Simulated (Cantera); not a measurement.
An isothermal, constant-pressure homogeneous reactor starts with H2 : O2 = 0.11 : 1 (molar parts), equivalence ratio 0.055, at 1023 K and 110 Pa. Integrator tolerance rtol = 1e-08.

Detailed kinetics in Cantera: GRI-Mech 3.0 (53 species, 325 reactions). Radical loss at walls, strong at low pressure, is not modelled. The temperature is held fixed by assumption; the heat of reaction is taken as removed at once.

**Question.** What does this change do: temperature 1023 to 1250 K?

**Answer.** 
```tsv
quantity	before	after
x(H2) at 1.00 s	0.00152 (gas-phase equilibrium 5.71e-10)	0.00227 (gas-phase equilibrium 1.15e-7)
x(O2) at 1.00 s	0.865 (gas-phase equilibrium 0.896)	0.844 (gas-phase equilibrium 0.896)
x(HO2) at 1.00 s	7.73e-7 (gas-phase equilibrium 7.36e-10)	4.05e-7 (gas-phase equilibrium 1.26e-8)
x(H2O) at 1.00 s	0.0922 (gas-phase equilibrium 0.104)	0.0870 (gas-phase equilibrium 0.104)
x(H2O2) at 1.00 s	1.18e-8 (gas-phase equilibrium 1.23e-11)	1.33e-8 (gas-phase equilibrium 1.21e-10)
x(OH) at 1.00 s	0.00230 (gas-phase equilibrium 1.44e-6)	0.00633 (gas-phase equilibrium 4.65e-5)
```

**Question.** What does this change do: 0.075 parts H2O added?

**Answer.** 
```json
[
 {"quantity": "x(H2) at 1.00 s", "before": "0.00152 (gas-phase equilibrium 5.71e-10)", "after": "0.00178 (gas-phase equilibrium 9.28e-10)"},
 {"quantity": "x(O2) at 1.00 s", "before": "0.865 (gas-phase equilibrium 0.896)", "after": "0.816 (gas-phase equilibrium 0.836)"},
 {"quantity": "x(HO2) at 1.00 s", "before": "7.73e-7 (gas-phase equilibrium 7.36e-10)", "after": "1.01e-6 (gas-phase equilibrium 8.76e-10)"},
 {"quantity": "x(H2O) at 1.00 s", "before": "0.0922 (gas-phase equilibrium 0.104)", "after": "0.153 (gas-phase equilibrium 0.164)"},
 {"quantity": "x(H2O2) at 1.00 s", "before": "1.18e-8 (gas-phase equilibrium 1.23e-11)", "after": "2.14e-8 (gas-phase equilibrium 1.86e-11)"},
 {"quantity": "x(OH) at 1.00 s", "before": "0.00230 (gas-phase equilibrium 1.44e-6)", "after": "0.00241 (gas-phase equilibrium 1.78e-6)"}
]
```

**Question.** What does this change do: pressure from 110 Pa to 170 Pa?

**Answer.** 
```csv
quantity,before,after
x(H2) at 1.00 s,0.00152 (gas-phase equilibrium 5.71e-10),0.000738 (gas-phase equilibrium 4.60e-10)
x(O2) at 1.00 s,0.865 (gas-phase equilibrium 0.896),0.883 (gas-phase equilibrium 0.896)
x(HO2) at 1.00 s,7.73e-7 (gas-phase equilibrium 7.36e-10),1.09e-6 (gas-phase equilibrium 8.21e-10)
x(H2O) at 1.00 s,0.0922 (gas-phase equilibrium 0.104),0.0996 (gas-phase equilibrium 0.104)
x(H2O2) at 1.00 s,1.18e-8 (gas-phase equilibrium 1.23e-11),2.25e-8 (gas-phase equilibrium 1.53e-11)
x(OH) at 1.00 s,0.00230 (gas-phase equilibrium 1.44e-6),0.00160 (gas-phase equilibrium 1.29e-6)
```
